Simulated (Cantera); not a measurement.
What does this Cantera script print?

```python
import numpy as np
import cantera as ct

surf = ct.Interface("ptcombust.yaml", "Pt_surf")
gas = surf.adjacent["gas"]
gas.TPX = 300, 3400, {'H2': 0.024, 'O2': 0.079, 'N2': 0.79}
jet = ct.ImpingingJet(gas=gas, width=0.099, surface=surf)
jet.inlet.mdot, jet.inlet.T, jet.inlet.X = 0.18, 300, {'H2': 0.024, 'O2': 0.079, 'N2': 0.79}
jet.set_refine_criteria(ratio=10, slope=0.2, curve=0.3)
show, cover = ['H2', 'O2', 'H2O', 'OH'], ["PT(S)", "H(S)", "O(S)", "OH(S)", "CO(S)", "C(S)"]

rows = []
print(f"{'Ts/K':>7s}" + "".join(f"{s:>11s}" for s in show + cover) + "   (gas at the wall, coverages)")
for i, Ts in enumerate([500, 550, 600, 650, 700, 750]):
    jet.surface.T = Ts
    if i == 0:
        surf.TP = Ts, 3400
        surf.coverages = "PT(S):0.5, O(S):0.5"
        surf.advance_coverages(1.0)
        jet.set_initial_guess(products="inlet")
    jet.solve(loglevel=0, auto=(i == 0))
    rows.append([*(jet.X[gas.species_index(s), -1] for s in show), *surf[cover].coverages])
    print(f"{Ts:7g}" + "".join(f"{x:11.3e}" for x in rows[-1]))
```

Output:

```
   Ts/K         H2         O2        H2O         OH      PT(S)       H(S)       O(S)      OH(S)      CO(S)       C(S)   (gas at the wall, coverages)
    500  4.151e-03  6.343e-02  4.561e-02  1.809e-15  9.591e-02  1.417e-09  8.891e-01  1.495e-02 -1.977e-22 -7.782e-27
    550  4.135e-03  6.354e-02  4.519e-02  6.902e-14  1.013e-01  1.590e-09  8.902e-01  8.522e-03 -2.054e-19  5.847e-27
    600  4.122e-03  6.364e-02  4.483e-02  1.422e-12  1.063e-01  2.287e-09  8.884e-01  5.295e-03  3.227e-18  7.650e-28
    650  4.104e-03  6.372e-02  4.453e-02  1.824e-11  1.115e-01  3.729e-09  8.850e-01  3.520e-03  1.968e-15  6.014e-27
    700  4.019e-03  6.371e-02  4.440e-02  1.608e-10  1.188e-01  6.406e-09  8.787e-01  2.502e-03 -2.458e-20 -6.571e-27
    750  3.694e-03  6.344e-02  4.476e-02  1.025e-09  1.360e-01  1.212e-08  8.621e-01  1.930e-03  8.506e-20  6.477e-26
```

Computed with Cantera and Deutschmann's 1995 Pt surface mechanism with GRI-Mech 3.0 gas chemistry. Catalytic surfaces can have several steady states; this one follows from the mechanism file's or the stated starting coverage.
